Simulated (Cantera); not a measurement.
A closed system holds: 1 mol Fe2O3, a varied amount of C, 7.6 mol H2, equilibrated at 0.000110 bar.

Equilibrium computed with Cantera from the NASA thermochemical tables; the gas is ideal and each condensed phase is pure. Candidate condensed phases: C, C6H6, C7H8, C8H18, Fe, Fe(CO)5, FeO, Fe(OH)2, Fe(OH)3, Fe2O3, Fe3O4, H2O; 114 gas species. Iron dissolves carbon and melts from about 1420 K in contact with it, which pure phases cannot show. Mutual solubility and eutectic melting of coexisting phases are not modelled. The tables' stoichiometric FeO is somewhat more stable than real wüstite, so its field is too wide. FeO: taken at fixed stoichiometry. Condensed phases not in the tables: cementite and carbon dissolved in iron. Kinetics and transport are ignored.

Stable condensed phases, one row left out:

```
T in °C \ n(C) in mol
          0.4 0.55 0.76    1  1.4  1.9  2.7  3.7    5  6.9
   1827     A    A    A    A    A    A    A    B    B    B
   1727     A    A    A    A    A    A    A    B    B    B
   1627     A    A    A    A    A    A    A    B    B    B
   1527     A    A    A    A    A    A    A    B    B    B
   1427     C    D    D    D    D    D    D    E    E    E
   1327     C    D    D    D    D    D    D    E    E    E
   1227     C    C    D    D    D    D    D    E    E    E
   1127     C    C    C    D    D    D    D    E    E    E
   1027     C    C    C    D    D    D    D    E    E    E
    827     C    C    C    C    D    D    D    E    E    E
    727     C    C    C    C    C    D    D    E    E    E
```

A: gas only; B: C; C: Fe + FeO; D: Fe; E: C + Fe.

Problem. Give the row for 927 °C.

Solution. 0.4: Fe + FeO; 0.55: Fe + FeO; 0.76: Fe + FeO; 1: Fe + FeO; 1.4: Fe; 1.9: Fe; 2.7: Fe; 3.7: C + Fe; 5: C + Fe; 6.9: C + Fe.
